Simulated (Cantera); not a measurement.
**Ignition delay**

Mixture: 5.21 % CH4, 0.427 % CO, 17.7 % O2, 66.7 % N2, 9.91 % H2O, equivalence ratio 0.60, at 1.01 bar, adiabatic and at constant pressure. Ignition delay is the time to a rise of 400 K.

Detailed kinetics in Cantera: GRI-Mech 3.0 (53 species, 325 reactions).

| T0 (K) | delay (ms) |
|---|---|
| 1000 | 989 |
| 1075 | 281 |
| 1150 | 88.9 |
| 1225 | 30.7 |
| 1300 | 11.4 |
| 1375 | 4.53 |
| 1450 | 1.94 |

* **apparent activation energy between 1300 and 1450 K**: 190 kJ/mol
